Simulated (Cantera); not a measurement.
## Ammonia decomposition in nitride growth gas

A perfectly stirred reactor is fed with NH3 : H2 = 1 : 0.13 (molar parts), at 2670 Pa; it is held at 2150 K, and followed from long to short residence time.

Detailed kinetics in Cantera: the gas-phase N/H chemistry of the illustrative SiF4/NH3 mechanism in the Surface Chemkin manual (1991). Walls and surfaces, which speed up NH3 decomposition in real reactors, are not modelled.

| τ (s) | x NH3 | x H2 | x N2H4 | x NH2 | x N2 | x H |
|---|---|---|---|---|---|---|
| 0.33 | 0.277 | 0.560 | 5.40e-9 | 0.00116 | 0.161 | 0.000774 |
| 0.11 | 0.509 | 0.390 | 1.26e-8 | 0.00177 | 0.0990 | 0.000449 |
| 0.038 | 0.707 | 0.244 | 2.02e-8 | 0.00225 | 0.0463 | 0.000259 |
| 0.013 | 0.817 | 0.164 | 2.46e-8 | 0.00248 | 0.0171 | 0.000167 |
| 0.0043 | 0.863 | 0.130 | 2.35e-8 | 0.00242 | 0.00491 | 0.000123 |
| 0.0015 | 0.878 | 0.119 | 1.54e-8 | 0.00196 | 0.000985 | 8.97e-5 |
| 0.00049 | 0.883 | 0.116 | 3.96e-9 | 0.000996 | 5.80e-5 | 4.45e-5 |
| 0.00017 | 0.884 | 0.115 | 5.35e-10 | 0.000367 | 1.48e-6 | 1.71e-5 |
x: mole fraction; the columns are a selection and need not sum to one.
